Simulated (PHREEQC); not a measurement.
**Nickel, zinc or cadmium bath: an equilibrium model**

Dissolve 0.011 mol CdSO4, 0.00011 mol NaCl and 0.22 mol FeSO4 per kg of water at 25 °C. Closed to the air; pH follows from the charge balance.

The numbers come from PHREEQC with the ion-association model, phreeqc.dat.

Each row changes one thing in this solution. Precipitation was switched off in this run.

| case | pH | ionic strength (mol/kgw) | SO4-2 (mol/kgw) | CdSO4 (mol/kgw) | Cd(SO4)2-2 (mol/kgw) | Cd+2 (mol/kgw) | SI of Cd(OH)2 (Cd(OH)2) |
|---|---|---|---|---|---|---|---|
| as made | 5.81 | 0.459 | 0.110 | 0.00428 | 0.00427 | 0.00245 | -5.19 |
| CdSO4 from 0.011 to 0.0011 mol/kgw | 5.81 | 0.444 | 0.111 | 0.000427 | 0.000432 | 0.000241 | -6.19 |
| NaCl left out | 5.81 | 0.459 | 0.110 | 0.00428 | 0.00427 | 0.00245 | -5.19 |
| CdSO4 from 0.011 to 0.022 mol/kgw | 5.80 | 0.475 | 0.110 | 0.00857 | 0.00843 | 0.00499 | -4.89 |
| temperature from 25 to 30 °C | 5.75 | 0.445 | 0.107 | 0.00435 | 0.00413 | 0.00252 | -5.31 |
| diluted 100-fold with water | 6.21 | 0.00787 | 0.00197 | 2.33e-5 | 5.08e-7 | 8.61e-5 | -5.46 |
| FeSO4 replaced by ZnSO4 at the same molality | 5.48 | 0.440 | 0.0704 | 0.00434 | 0.00281 | 0.00384 | -5.65 |
| diluted 2-fold with water | 5.84 | 0.246 | 0.0600 | 0.00230 | 0.00146 | 0.00174 | -5.26 |
